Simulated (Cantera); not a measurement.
Feed: 1 mol Si₃N₄, 0.045 mol H₂O, 160 mol H₂, equilibrated at 0.420 bar.

Equilibrium computed with Cantera from the NASA thermochemical tables; the gas is ideal and each condensed phase is pure. Candidate condensed phases: H₂O, Si, SiO₂, Si₂N₂O, Si₃N₄; 35 gas species. Mutual solubility and eutectic melting of coexisting phases are not modelled. Gases not in the tables: Si₂H₆ and higher silanes. Equilibrium is a limit: real reactors are often held back by kinetics, nucleation or transport.

x: gas mole fraction; n: condensed amount in mol.

```tsv
T (K)	x H₂	x N₂	x H	x SiO	x Si	x SiH₂	x SiH	n Si₂N₂O(s)	n Si₃N₄(s)	n Si(s)	n Si(l)
1450	1.000	9.42e-5	1.46e-5	4.43e-7	4.19e-9	4.40e-7	1.08e-8	0.0449	0.970	0	0
1550	1.000	…	…	…	…	…	…	0.0439	0.955	…	0
1650	0.998	0.00164	0.000140	5.62e-5	6.38e-7	8.64e-6	7.54e-7	0.0360	0.850	0.366	0
1750	0.990	0.00905	0.000357	0.000278	3.57e-6	2.06e-5	3.05e-6	0	0.269	0	2.14
1850	0.986	0.0123	…	0.000277	…	…	…	0	0	0	2.94
1950	0.985	0.0123	0.00176	0.000277	5.67e-5	7.81e-5	2.79e-5	0	0	0	2.93
2050	0.984	0.0123	0.00347	0.000277	0.000184	0.000138	7.16e-5	0	0	0	2.89
```

Complete the blanks.


- 1850, x H: 0.000826
- 1850, x Si: 1.54e-5
- 1850, x SiH₂: 4.16e-5
- 1850, x SiH: 9.80e-6
- 1550, x N₂: 0.000292
- 1550, x H: 4.86e-5
- 1550, x SiO: 6.67e-6
- 1550, x Si: 7.91e-8
- 1550, x SiH₂: 2.79e-6
- 1550, x SiH: 1.35e-7
- 1550, n Si(s): 0.0466
